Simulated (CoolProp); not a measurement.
A Linde-Hampson liquefier for methane: isothermal reversible compression at 200 K from 1 atm to 5 MPa, throttling to 1 atm, return gas leaving the recuperator 2 K below the feed. Each further row changes one setting.

Values from CoolProp's reference Helmholtz-energy equation of state, Setzmann 1991.

```json
[
 {"case": "as stated", "liquid yield per pass": "(withheld)", "compression work (kJ/kg of gas)": "367"},
 {"case": "high pressure 10 MPa", "liquid yield per pass": "0.483", "compression work (kJ/kg of gas)": "(withheld)"},
 {"case": "warm-end temperature 230 K", "liquid yield per pass": "0.113", "compression work (kJ/kg of gas)": "439"},
 {"case": "warm-end gap 7 K", "liquid yield per pass": "(withheld)", "compression work (kJ/kg of gas)": "367"}
]
```

Task: What belongs in the gaps?

Result: 
- as stated, liquid yield per pass: 0.216
- high pressure 10 MPa, compression work (kJ/kg of gas): 393
- warm-end gap 7 K, liquid yield per pass: 0.204
